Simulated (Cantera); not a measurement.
Pyrogenic steam for wet oxidation

An isothermal, constant-pressure homogeneous reactor starts with 20.2 % H₂, 38.0 % O₂, 41.8 % N₂, equivalence ratio 0.27, at 1098 K and 90.0 Torr.

Model: GRI-Mech 3.0 (53 species, 325 reactions), integrated in Cantera. The temperature is held fixed by assumption; the heat of reaction is taken as removed at once.

```csv
t (s),x H₂,x O₂,x H₂O₂,x O,x H₂O,x NO
0.000800,0.00523,0.308,4.11e-6,0.00541,0.212,1.71e-6
0.00197,0.000611,0.310,2.39e-6,0.000442,0.223,1.74e-6
0.00487,9.89e-5,0.311,1.01e-6,6.21e-5,0.224,1.73e-6
0.0120,1.57e-5,0.311,3.90e-7,1.21e-5,0.224,1.72e-6
0.0296,2.35e-6,0.311,1.46e-7,2.93e-6,0.224,1.72e-6
0.0730,4.31e-7,0.311,5.53e-8,8.60e-7,0.224,1.72e-6
0.180,1.15e-7,0.311,2.18e-8,2.90e-7,0.224,1.73e-6
0.444,3.82e-8,0.311,8.80e-9,1.06e-7,0.224,1.74e-6
1.10,1.40e-8,0.311,3.61e-9,4.07e-8,0.224,1.74e-6
2.70,5.50e-9,0.311,1.51e-9,1.63e-8,0.224,1.75e-6
6.66,2.48e-9,0.311,6.93e-10,7.21e-9,0.224,1.74e-6
16.4,1.59e-9,0.311,4.25e-10,4.30e-9,0.224,1.73e-6
40.5,1.47e-9,0.311,3.84e-10,3.86e-9,0.224,1.73e-6
100,1.47e-9,0.311,3.83e-10,3.85e-9,0.224,1.73e-6
```
x: mole fraction; the columns are a selection and need not sum to one.

Equilibrium at this temperature and pressure: H₂ 1.47e-9, O₂ 0.311, H₂O₂ 3.83e-10, O 3.84e-9, H₂O 0.224, NO 7.84e-5 (gas phase only).
